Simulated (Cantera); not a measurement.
Input: 1 mol Si, 0.0023 mol H2O, 12 mol N2, equilibrated at 1927 °C and 2.50 mbar.

Method: chemical equilibrium by Gibbs-energy minimisation in Cantera with the NASA 1993 tables (ideal gas, pure condensed phases). Candidate condensed phases: H2O, Si, SiO2, Si2N2O, Si3N4; 35 gas species. The tables' values for SiN are old estimates; treat these amounts as uncertain. Kinetics and transport are ignored.

Base state: N2 0.924, Si 0.0742, SiN 0.000602, Si2 0.000598, Si2N 0.000334, H 0.000332, SiO 0.000177, Si3 5.87e-5 (mole fractions); condensed: gas only.

Task: What changes in the equilibrium state with this change: temperature from 1927 °C to 1625 °C?

Result: 
| species | before | after |
|---|---|---|
| N2 | 0.924 | 0.994 |
| Si | 0.0742 | 0.00492 |
| SiO | 0.000177 | 0.000191 |
| Si2 | 0.000598 | 3.94e-5 |
| H2 | 8.69e-6 | 0.000108 |
| SiN | 0.000602 | 8.26e-5 |
| Si(l), mol | 0 | 0.933 |
